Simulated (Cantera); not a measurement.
**Equilibrium for silicon epitaxy and polysilicon growth: SiHCl₃ + H₂**

Feed: 1 mol SiHCl₃, a varied amount of H₂, at 727 °C and 0.00140 bar.

Cantera equilibrium calculation (NASA polynomials, part measured and part estimated; ideal gas, pure solids and liquids). Candidate condensed phases: Si; 19 gas species. The tables' values for SiCl₃ are old estimates; treat these amounts as uncertain. The numbers say what is thermodynamically allowed, not how fast it happens.

From 20 mol H₂ to 390 mol H₂ the condensed part is Si(s). The main Si-bearing gas is SiCl₄ at 20 mol H₂ and SiCl₂ at 390 mol H₂. The share of Si in condensed phases is highest at 390 mol H₂ (94.6 %) and lowest at 20 mol H₂ (40.8 %).

| n(H₂) (mol) | x H₂ | x HCl | x SiCl₄ | x SiHCl₃ | x SiCl₂ | x SiCl₃ | n Si(s) |
|---|---|---|---|---|---|---|---|
| 20 | 0.932 | 0.0403 | 0.0198 | 0.00322 | 0.00295 | 0.00155 | 0.408 |
| 28 | 0.945 | 0.0362 | 0.0126 | 0.00231 | 0.00236 | 0.00111 | 0.457 |
| 39 | 0.956 | 0.0322 | 0.00770 | 0.00161 | 0.00184 | 0.000766 | 0.515 |
| 54 | 0.964 | 0.0283 | 0.00449 | 0.00108 | 0.00141 | 0.000511 | 0.581 |
| 75 | 0.971 | 0.0243 | 0.00242 | 0.000681 | 0.00103 | 0.000321 | 0.657 |
| 100 | 0.976 | 0.0209 | 0.00130 | 0.000428 | 0.000757 | 0.000201 | 0.725 |
| 140 | 0.982 | 0.0169 | 0.000555 | 0.000227 | 0.000495 | 0.000107 | 0.802 |
| 200 | 0.986 | 0.0130 | 0.000194 | 0.000103 | 0.000293 | 4.84e-5 | 0.870 |
| 280 | 0.990 | 0.00985 | 6.29e-5 | 4.45e-5 | 0.000167 | 2.08e-5 | 0.916 |
| 390 | 0.993 | 0.00731 | 1.90e-5 | 1.81e-5 | 9.15e-5 | 8.46e-6 | 0.946 |
x: gas mole fraction; n: condensed amount in mol.
